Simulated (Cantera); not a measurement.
An isothermal, constant-pressure homogeneous reactor starts with 100 % N₂O, at 1375 K and 97.5 Torr.

Model: GRI-Mech 3.0 (53 species, 325 reactions), integrated in Cantera. GRI-Mech 3.0 was tuned for natural gas; its chemistry of N2O as a main component is partial and can be far from experiment. The mechanism lacks the step 2 NO + O2 → 2 NO2, which can matter for NO2 below about 1400 K. The temperature is held fixed by assumption; the heat of reaction is taken as removed at once.

One state of this run: x N₂O = 0.0165; x O₂ = 0.271; x NO₂ = 0.000165; x O = 6.87e-6; x NO = 0.114; x N₂ = 0.598. x: mole fraction; the columns are a selection and need not sum to one.

Which value of t (s) does it belong to?
A) 0.0587
B) 0.420
C) 3.00
D) 6.00e-5

C, 3.00
